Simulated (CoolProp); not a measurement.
Fluorine along the isotherm 162 K: density (kg/m³) from the reference equation and from simpler models built on Tc = 144.4 K, pc = 5.240 MPa, ω = 0.045; each cubic takes its own stable root.

Computed with CoolProp (reference Helmholtz-energy equation of state, de Reuck 1990).

```json
[
 {"p (MPa)": "0.0249", "phase": "gas", "reference": "0.7032"},
 {"p (MPa)": "0.051", "phase": "gas", "reference": "1.442"},
 {"p (MPa)": "0.105", "phase": "gas", "reference": "2.976"},
 {"p (MPa)": "0.215", "phase": "gas", "reference": "6.122"},
 {"p (MPa)": "0.442", "phase": "gas", "reference": "12.72"},
 {"p (MPa)": "0.908", "phase": "gas", "reference": "26.70"},
 {"p (MPa)": "1.86", "phase": "gas", "reference": "57.46"},
 {"p (MPa)": "3.83", "phase": "gas", "reference": "133.8"},
 {"p (MPa)": "7.86", "phase": "supercritical", "reference": "413.5"}
]
```

Question: How far does each simpler model (ideal gas, Peng-Robinson) lie from the reference over these 9 states: mean and median of the absolute difference, and the worst?

Answer: 
- ideal gas: mean 9.1 %, median 2.0 %, worst -46.4 % at 162 K and 7.86 MPa
- Peng-Robinson: mean 1.1 %, median 0.4 %, worst +3.4 % at 162 K and 7.86 MPa
